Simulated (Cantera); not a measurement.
**Thermodynamics of abatement and gas-phase synthesis, feed NH₃ + H₂**

Charge: 1 mol NH₃, 0.13 mol H₂, held at 952 °C and 14.0 Pa.

Equilibrium computed with Cantera from the NASA thermochemical tables; the gas is ideal and each condensed phase is pure. The numbers say what is thermodynamically allowed, not how fast it happens.

The x(H₂) comes out as 0.765 and the x(N₂) is 0.235. The x(H) is 2.30e-5 and the gas amount comes out as 2.130 mol.
